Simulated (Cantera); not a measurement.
A closed system holds: 1 mol C3H6, 0.064 mol O2, equilibrated at 1.40 bar.

These are equilibrium values from Cantera (NASA tables, ideal gas, pure condensed phases), not measurements of a reactor. Candidate condensed phases: C, C6H6, C7H8, C8H18, H2O; 110 gas species. Equilibrium is a limit: real reactors are often held back by kinetics, nucleation or transport.

### Question
At 1275 K, list the 5 most abundant gas species with their mole fractions, and the condensed phases.

### Answer
H2 0.947, CO 0.0408, CH4 0.0116, H2O 0.000630, CO2 1.63e-5. Condensed: C(graphite).
